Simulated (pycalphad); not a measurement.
**Freezing of Hf-B alloys with rising B**

Computed with pycalphad from the COST 507 light-alloy database (1999), at 1 atm. These are 1990s assessments: newer ones move some temperatures and phases. Amounts are mole fractions of atoms.

Scheil-Gulliver runs (no diffusion in the solid, steps of 4 K) beside full equilibrium.

| alloy | liquidus (K) | Scheil, half solid (K) | Scheil, 80 % solid (K) | Scheil, invariant end (K) | liquid left at that end | equilibrium solidus (K) |
|---|---|---|---|---|---|---|
| Hf-3.9B (at.%) | 2435 | 2362 | at the invariant end | 2154 | 0.24 | 2154 |
| Hf-5.2B (at.%) | 2410 | 2303 | at the invariant end | 2154 | 0.33 | 2154 |
| Hf-20.8B (at.%) | (withheld) | (withheld) | at the invariant end | 2154 | (withheld) | 2154 |

Problem. What belongs in the gaps?

Solution. 
- Hf-20.8B (at.%), liquidus (K): 2341
- Hf-20.8B (at.%), Scheil, half solid (K): at the invariant end
- Hf-20.8B (at.%), liquid left at that end: 0.83
